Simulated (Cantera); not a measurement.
## Counterflow diffusion flame

A counterflow diffusion flame at 975 Torr, nozzles 20 mm apart: fuel side 100 % H₂ at 325 K, oxidiser side 22.0 % O₂, 78.0 % N₂ at 398 K, fuel mass flux 0.28 times the oxidiser's; mixture-averaged transport, no radiation.

Computed with Cantera and the H2/O2 subset of GRI-Mech 3.0, which has no nitrogen chemistry. The maximum strain rate includes the flame's own expansion and is several times the mean.

```csv
oxidiser flux (kg/m²/s),max strain (1/s),mean strain (1/s),T max (K),peak x OH,peak x H,peak x H₂O,peak x HO₂
0.78,752,147,2525,0.0207,0.0145,0.290,4.79e-5
0.98,934,185,2503,0.0209,0.0156,0.288,5.76e-5
1.2,1120,226,2486,0.0213,0.0167,0.287,6.58e-5
1.6,1440,301,2453,0.0216,0.0184,0.284,7.96e-5
2,1740,377,2419,0.0216,0.0197,0.283,9.09e-5
2.5,2100,471,2380,0.0215,0.0211,0.281,0.000103
3.1,2530,584,2347,0.0215,0.0228,0.279,0.000116
3.9,3100,735,2312,0.0215,0.0247,0.277,0.000132
4.9,3770,923,2275,0.0214,0.0267,0.275,0.000147
```
x: mole fraction; the columns are a selection and need not sum to one.
